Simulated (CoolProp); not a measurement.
Vapour-liquid equilibrium of R113 (1) + acetone (2) at 1850 kPa; x and y are mole fractions of (1).

The numbers come from the multi-fluid Helmholtz-energy mixture model, Marx 1992 and Lemmon 2006; pair parameters Bell 2016 in CoolProp.

```csv
x,"bubble temperature, mixture model (°C)","bubble temperature, Raoult's law (°C)","y, mixture model","y, Raoult's law"
0.05,___,176.0,0.069,0.051
0.125,171.7,175.8,0.162,0.128
0.2,169.8,175.7,0.244,0.205
0.275,___,175.6,0.318,0.281
0.35,___,175.5,0.385,0.357
0.425,166.5,175.3,0.448,0.432
0.5,166.2,175.2,0.509,0.507
0.575,166.1,175.1,0.570,0.582
0.65,___,175.0,0.632,0.657
0.725,167.1,174.8,___,0.731
0.8,168.2,174.7,___,0.805
0.875,169.9,174.6,0.844,0.878
0.95,172.3,174.4,0.933,0.951
```

Task: Some entries are withheld; supply them.

Result: 
- 0.05, bubble temperature, mixture model (°C): 174.1
- 0.275, bubble temperature, mixture model (°C): 168.3
- 0.35, bubble temperature, mixture model (°C): 167.2
- 0.65, bubble temperature, mixture model (°C): 166.4
- 0.725, y, mixture model: 0.696
- 0.8, y, mixture model: 0.766

The largest gap from Raoult's law is -9.0 K in bubble temperature, at x = 0.5. y crosses x between x = 0.5 and 0.575: the model has an azeotrope there.

The pair parameters rest on a limited set of measurements; away from them the model extrapolates.
